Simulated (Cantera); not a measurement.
Cantera run, input and output.

```python
import numpy as np
import cantera as ct

gas = ct.Solution("gri30.yaml")
gas.TPX = 1100, 410000, {'CO': 0.0027, 'O2': 0.089, 'H2O': 0.0069, 'N2': 1}
reactor = ct.IdealGasConstPressureReactor(gas, energy="off", clone=False)
net = ct.ReactorNet([reactor])
net.rtol, net.atol = 1e-08, 1e-18
show = ['CO', 'O2', 'H2O', 'H2', 'CO2', 'NO']
times = np.geomspace(5e-05, 9, 13)

steps = ct.SolutionArray(gas, extra=["t"])
rows = []
print(f"{'t/s':>10s}{'T/K':>9s}{'P/Pa':>11s}" + "".join(f"{s:>11s}" for s in show))
for t in times:
    while net.time < t:
        t_next = net.step()
        steps.append(gas.state, t=t_next)
    rows.append([np.interp(t, steps.t, y) for y in (steps.T, steps.P, *steps(*show).X.T)])
    print(f"{t:10.3e}{rows[-1][0]:9.1f}{rows[-1][1]:11.4g}" + "".join(f"{x:11.3e}" for x in rows[-1][2:]))
rate = np.gradient(steps.T, steps.t)
print("integrator steps:", len(steps.t))
if steps.T.max() > steps.T[0] + 200:
    print(f"time of steepest temperature rise: {steps.t[rate.argmax()]:.4e} s")
gas.TPX = 1100, 410000, {'CO': 0.0027, 'O2': 0.089, 'H2O': 0.0069, 'N2': 1}
gas.equilibrate("TP")
print(f"equilibrium (TP): T = {gas.T:.1f} K  " + "  ".join(f"{s} {gas[s].X[0]:.3e}" for s in show))
```

It prints:

```
       t/s      T/K       P/Pa         CO         O2        H2O         H2        CO2         NO
 5.000e-05   1100.0    4.1e+05  2.458e-03  8.101e-02  6.281e-03  2.834e-14  3.741e-10  7.324e-20
 1.371e-04   1100.0    4.1e+05  2.458e-03  8.101e-02  6.281e-03  3.977e-13  1.207e-09  5.343e-19
 3.757e-04   1100.0    4.1e+05  2.458e-03  8.101e-02  6.281e-03  4.299e-12  5.091e-09  3.853e-18
 1.030e-03   1100.0    4.1e+05  2.458e-03  8.101e-02  6.281e-03  3.858e-11  2.925e-08  2.874e-17
 2.823e-03   1100.0    4.1e+05  2.457e-03  8.101e-02  6.281e-03  4.003e-10  2.526e-07  3.175e-16
 7.739e-03   1100.0    4.1e+05  2.451e-03  8.101e-02  6.280e-03  1.648e-08  6.785e-06  3.864e-14
 2.121e-02   1100.0    4.1e+05  2.333e-03  8.095e-02  6.278e-03  4.835e-07  1.246e-04  2.429e-12
 5.815e-02   1100.0    4.1e+05  2.005e-03  8.080e-02  6.279e-03  1.078e-06  4.533e-04  2.002e-11
 1.594e-01   1100.0    4.1e+05  1.364e-03  8.051e-02  6.282e-03  9.055e-07  1.095e-03  1.043e-10
 4.369e-01   1100.0    4.1e+05  5.775e-04  8.015e-02  6.285e-03  3.323e-07  1.882e-03  3.001e-10
 1.198e+00   1100.0    4.1e+05  1.283e-04  7.994e-02  6.288e-03  6.035e-08  2.332e-03  4.227e-10
 3.283e+00   1100.0    4.1e+05  1.469e-05  7.989e-02  6.288e-03  6.922e-09  2.446e-03  6.967e-10
 9.000e+00   1100.0    4.1e+05  1.299e-07  7.988e-02  6.288e-03  7.395e-11  2.461e-03  3.273e-09
integrator steps: 1087
equilibrium (TP): T = 1100.0 K  CO 5.782e-12  O2 7.985e-02  H2O 6.288e-03  H2 1.458e-11  CO2 2.461e-03  NO 5.669e-05
```

Cantera simulation using GRI-Mech 3.0 (53 species, 325 reactions); the numbers are that mechanism's predictions, not measurements.
